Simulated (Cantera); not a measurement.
Mixture: CH₄ : C₂H₆ : C₃H₈ : O₂ : N₂ = 1 : 0.11 : 1.4 : 11.9 : 48.7 (molar parts), at 0.987 atm, adiabatic and at constant pressure. Ignition delay is the time to a rise of 400 K.

Computed with Cantera and GRI-Mech 3.0 (53 species, 325 reactions). GRI-Mech 3.0 was tuned for natural gas; its chemistry of propane as a main component is partial and can be far from experiment.

Task: Predict: delay at 1000 K; delay at 1100 K; delay at 1200 K; delay at 1300 K; delay at 1400 K; apparent activation energy between 1350 and 1450 K.

Result: 
- delay at 1000 K = 0.387 s
- delay at 1100 K = 46.5 ms
- delay at 1200 K = 5.97 ms
- delay at 1300 K = 1.03 ms
- delay at 1400 K = 0.255 ms
- apparent activation energy between 1350 and 1450 K = 200 kJ/mol
